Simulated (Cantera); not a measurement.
# Iron carbonyl, mercury and lead vapours: PbO + O2 + H2

Charge: 1 mol PbO, 2.6 mol O2, 1.6 mol H2, equilibrated at 927 °C and 410 Pa.

Equilibrium computed with Cantera from the NASA thermochemical tables; the gas is ideal and each condensed phase is pure. Candidate condensed phases: H2O, Pb, PbO, PbO2, Pb3O4; 12 gas species. Rates play no part.

```
Quantity                               Result
----------------------------------  ---------
x(O2)                                   0.521
x(H2O)                                  0.463
x(PbO)                                 0.0166
x(Pb)                                0.000142
x(OH)                                 3.19e-5
n(PbO(l))                           0.942 mol
gas amount                          3.458 mol
log10 activity of Pb(l) (absent)        -3.04
log10 activity of PbO2(s) (absent)      -3.97
```
